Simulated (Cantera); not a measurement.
## MgO + H₂ (sublimation and decomposition of ceramics)

Charge: 1 mol MgO, 0.3 mol H₂, equilibrated at 0.930 bar.

Equilibrium computed with Cantera from the NASA thermochemical tables; the gas is ideal and each condensed phase is pure. Candidate condensed phases: H₂O, Mg, MgO, Mg(OH)₂; 15 gas species. The tables' values for MgH are old estimates; treat these amounts as uncertain. Rates play no part.

From 1852 °C to 2652 °C the condensed part is MgO(s). The main Mg-bearing gas is Mg throughout. The share of Mg in condensed phases is highest at 1852 °C (99.7 %) and lowest at 2652 °C (89.0 %).

```json
[
 {"T (°C)": "1852", "x H₂": "0.978", "x Mg": "0.00918", "x H₂O": "0.00932", "x H": "0.00372", "x MgOH": "4.34e-5", "x OH": "4.40e-6", "n MgO(s)": "0.997"},
 {"T (°C)": "1952", "x H₂": "0.960", "x Mg": "0.0166", "x H₂O": "0.0168", "x H": "0.00658", "x MgOH": "0.000123", "x OH": "1.67e-5", "n MgO(s)": "0.995"},
 {"T (°C)": "2052", "x H₂": "0.931", "x Mg": "0.0282", "x H₂O": "0.0287", "x H": "0.0110", "x MgOH": "0.000315", "x OH": "5.65e-5", "n MgO(s)": "0.991"},
 {"T (°C)": "2152", "x H₂": "0.889", "x Mg": "0.0455", "x H₂O": "0.0461", "x H": "0.0175", "x MgOH": "0.000737", "x OH": "0.000172", "n MgO(s)": "0.985"},
 {"T (°C)": "2252", "x H₂": "0.830", "x Mg": "0.0697", "x H₂O": "0.0704", "x H": "0.0265", "x MgOH": "0.00159", "x OH": "0.000479", "n MgO(s)": "0.976"},
 {"T (°C)": "2352", "x H₂": "0.752", "x Mg": "0.102", "x H₂O": "0.102", "x H": "0.0382", "x MgOH": "0.00316", "x OH": "0.00123", "n MgO(s)": "0.963"},
 {"T (°C)": "2452", "x H₂": "0.655", "x Mg": "0.141", "x H₂O": "0.140", "x H": "0.0524", "x MgOH": "0.00583", "x OH": "0.00293", "n MgO(s)": "0.946"},
 {"T (°C)": "2552", "x H₂": "0.543", "x Mg": "0.186", "x H₂O": "0.181", "x H": "0.0682", "x MgOH": "0.00996", "x OH": "0.00652", "n MgO(s)": "0.921"},
 {"T (°C)": "2652", "x H₂": "0.423", "x Mg": "0.233", "x H₂O": "0.219", "x H": "0.0841", "x MgOH": "0.0158", "x OH": "0.0136", "n MgO(s)": "0.890"}
]
```
x: gas mole fraction; n: condensed amount in mol.
